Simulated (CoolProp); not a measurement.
Saturated liquid density (kg/m³) of carbon dioxide: the reference equation beside estimates from Tc = 304.1 K, pc = 7.377 MPa, ω = 0.224. Rackett uses Z = 0.29056 − 0.08775 ω.

Computed with CoolProp (reference Helmholtz-energy equation of state, Span 1996).

| T (K) | reference | Rackett | van der Waals | Peng-Robinson |
|---|---|---|---|---|
| 227.6 | 1138 | 1143 | 700.4 | 1183 |
| 232.7 | 1118 | 1124 | 688.4 | 1160 |
| 237.7 | 1098 | 1104 | 676.1 | 1136 |
| 242.7 | 1078 | 1084 | 663.3 | 1110 |
| 247.8 | 1056 | 1062 | 649.7 | 1082 |
| 252.8 | 1033 | 1040 | … | 1053 |
| 257.8 | … | 1016 | 620.9 | 1022 |
| 262.9 | 984.2 | 991.2 | 605.0 | 988.1 |
| 267.9 | 957.6 | 965.1 | 588.3 | 952.2 |
| 272.9 | … | … | 570.5 | 913.3 |
| 278 | 897.0 | 905.8 | 550.7 | 869.8 |
| 283 | 862.2 | 871.9 | 529.4 | 822.5 |
| 288 | 822.5 | 833.3 | 505.3 | 768.9 |
| 293.1 | 773.9 | … | 476.6 | 704.8 |
| 298.1 | 711.3 | 725.7 | 441.0 | 626.0 |

Task: What belongs in the gaps?

Result: 
- 252.8, van der Waals: 635.7
- 257.8, reference: 1010
- 272.9, reference: 928.9
- 272.9, Rackett: 937.0
- 293.1, Rackett: 786.3

Absolute difference from the reference over all 15 rows, mean and median: Rackett 0.9 and 0.7 %, van der Waals 38.5 and 38.5 %, Peng-Robinson 3.8 and 3.0 %.
